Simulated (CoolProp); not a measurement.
Ammonia at 298.15 K and 5.3 MPa is throttled through a valve to 1.26 MPa with no heat exchange. Each further row changes one setting.

Computed with CoolProp (reference Helmholtz-energy equation of state, Gao 2020).

| case | temperature change (K) | final phase | final density (kg/m³) |
|---|---|---|---|
| as stated | +0.4 | liquid | 603 |
| outlet pressure 0.378 MPa | -28.4 | two-phase, vapour fraction 0.106 | 27.8 |
| outlet pressure 1.64 MPa | +0.3 | liquid | 603 |
